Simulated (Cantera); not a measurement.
Cantera run:

```python
import numpy as np
import cantera as ct

gas_names = """
    B BH BH2 BH3 B2 H H2
""".split()
cond_names = """
    B(b) B(L)
""".split()


# ... load() reads the species with a 1 bar reference pressure and builds the phases ...
atoms = {
    'B': {'B': 1},
    'H2': {'H': 2},
}
top_T = {}  # K; cautious upper limits of use, not melting points


# ... equilibrate(T, P, feed) seeds the gas with the atoms and calls Mixture.equilibrate('TP', solver="vcs", rtol=1e-11, max_steps=5000) ...
results = []
feed = {'B': 1, 'H2': 21}  # mol
P = 13332.2  # Pa
for T in [750, 900, 1050, 1200, 1350, 1500, 1650, 1800, 1950, 2100, 2250, 2400]:
    mix = equilibrate(T, P, feed)
    results.append((T, P, feed, dict(zip(mix.species_names, mix.species_moles))))

top = {s: max(r[3][s] / sum(r[3][g] for g in gas_names) for r in results) for s in gas_names}
cols = sorted((s for s in top if top[s] > 0.0001), key=lambda s: -top[s])[:9]
seen = [c for c in cond_names if any(r[3].get(c, 0) > 1e-12 for r in results)]
print("log10 of partial pressures in bar; condensed amounts in mol")
print(f"{'T/K':>10s}" + "".join(f"{s[:9]:>10s}" for s in cols + seen))
for T, P, feed, n in results:
    ng = sum(n[g] for g in gas_names)
    print(f"{T:10.4g}" + "".join(f"{np.log10(max(n[s] / ng * P / 1e5, 1e-99)):10.3f}" for s in cols)
          + "".join(f"{n.get(c, 0):10.4g}" for c in seen))
```

It prints:

```
log10 of partial pressures in bar; condensed amounts in mol
       T/K        H2         H       BH2         B      B(b)      B(L)
       750    -0.875   -12.937   -12.701   -31.210         1         0
       900    -0.875   -10.370   -10.413   -24.701         1         0
      1050    -0.875    -8.528    -8.787   -20.055         1         0
      1200    -0.875    -7.142    -7.572   -16.575         1         0
      1350    -0.875    -6.060    -6.630   -13.872    0.9999         0
      1500    -0.875    -5.192    -5.880   -11.713    0.9997         0
      1650    -0.875    -4.479    -5.269    -9.950    0.9991         0
      1800    -0.876    -3.884    -4.761    -8.484    0.9971         0
      1950    -0.877    -3.379    -4.334    -7.246    0.9924         0
      2100    -0.879    -2.946    -3.972    -6.187    0.9826         0
      2250    -0.885    -2.572    -3.662    -5.272    0.9637         0
      2400    -0.895    -2.246    -3.422    -4.496         0    0.9321
```

Method: chemical equilibrium by Gibbs-energy minimisation in Cantera with the NASA 1993 tables (ideal gas, pure condensed phases). The tables' values for BH2 are old estimates; treat these amounts as uncertain. Gases not in the tables: B2H6 and higher boranes.
